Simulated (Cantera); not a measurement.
Cantera run, input and output.

```python
import numpy as np
import cantera as ct

gas = ct.Solution("gri30.yaml")


def delay(T, t_max=10):
    gas.TPX = T, 330000, {'CH4': 1, 'O2': 1.18, 'N2': 4.42}
    reactor = ct.IdealGasReactor(gas, clone=False)
    net = ct.ReactorNet([reactor])
    net.rtol, net.atol = 1e-8, 1e-16
    while net.time < t_max:
        t_old, T_old = net.time, reactor.T
        net.step()
        if reactor.T > T + 400:  # ignition: a rise of 400 K
            return t_old + (T + 400 - T_old) / (reactor.T - T_old) * (net.time - t_old)
    return np.nan


taus = []
for T in [1000, 1050, 1100, 1150, 1200, 1250, 1300, 1350, 1400, 1450]:
    taus.append(delay(T))
    print(f"T0 = {T:6g} K   tau = {taus[-1]:.4e} s")
```

Output:

```
T0 =   1000 K   tau = 3.7651e-01 s
T0 =   1050 K   tau = 1.6820e-01 s
T0 =   1100 K   tau = 7.8429e-02 s
T0 =   1150 K   tau = 3.7956e-02 s
T0 =   1200 K   tau = 1.9024e-02 s
T0 =   1250 K   tau = 9.8543e-03 s
T0 =   1300 K   tau = 5.2599e-03 s
T0 =   1350 K   tau = 2.8836e-03 s
T0 =   1400 K   tau = 1.6194e-03 s
T0 =   1450 K   tau = 9.3033e-04 s
```

Detailed kinetics in Cantera: GRI-Mech 3.0 (53 species, 325 reactions).
